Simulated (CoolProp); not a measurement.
A closed Brayton cycle with carbon dioxide: compressor inlet 318.15 K and 7.7 MPa, high pressure 19.4 MPa, turbine inlet 990 K, compressor efficiency 0.8, turbine efficiency 0.93, recuperator effectiveness 0.9 (on enthalpy, no pinch check). Each further row changes one setting.

Values from CoolProp's reference Helmholtz-energy equation of state, Span 1996.

```tsv
case	thermal efficiency (%)	net work (kJ/kg)	compressor to turbine work	compressor exit (K)	turbine exit (K)
as stated	?	106	0.31	395.3	861.9
turbine inlet 940 K	?	?	0.33	395.3	?
compressor inlet 328.15 K	36.9	99.2	?	?	861.9
high pressure 16.5 MPa	?	90.0	0.29	381.3	883.6
recuperator effectiveness 0.5	?	106	0.31	395.3	861.9
```

Problem. Some entries are withheld; supply them.

Solution. 
- as stated, thermal efficiency (%): 37.7
- turbine inlet 940 K, thermal efficiency (%): 36.6
- turbine inlet 940 K, net work (kJ/kg): 97.7
- turbine inlet 940 K, turbine exit (K): 816.3
- compressor inlet 328.15 K, compressor to turbine work: 0.35
- compressor inlet 328.15 K, compressor exit (K): 411.7
- high pressure 16.5 MPa, thermal efficiency (%): 35.8
- recuperator effectiveness 0.5, thermal efficiency (%): 21.3
